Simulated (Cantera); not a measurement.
An isothermal, constant-pressure homogeneous reactor starts with NO : N₂ = 1 : 0.11 (molar parts), at 1950 K and 0.0440 bar. Integrator tolerance rtol = 1e-08.

Model: GRI-Mech 3.0 (53 species, 325 reactions), integrated in Cantera. Radical loss at walls, strong at low pressure, is not modelled.

What does this change do: pressure from 0.0440 bar to 0.133 bar?


| quantity | before | after |
|---|---|---|
| x(NO) at 3.00 s | 0.643 (gas-phase equilibrium 0.00809) | 0.407 (gas-phase equilibrium 0.00809) |
| x(N₂O) at 3.00 s | 0.000128 (gas-phase equilibrium 7.97e-8) | 5.59e-5 (gas-phase equilibrium 1.39e-7) |
| x(O) at 3.00 s | 0.000841 (gas-phase equilibrium 0.00144) | 0.000633 (gas-phase equilibrium 0.000830) |
| x(N₂) at 3.00 s | 0.228 (gas-phase equilibrium 0.545) | 0.346 (gas-phase equilibrium 0.545) |
| x(O₂) at 3.00 s | 0.128 (gas-phase equilibrium 0.445) | 0.246 (gas-phase equilibrium 0.446) |
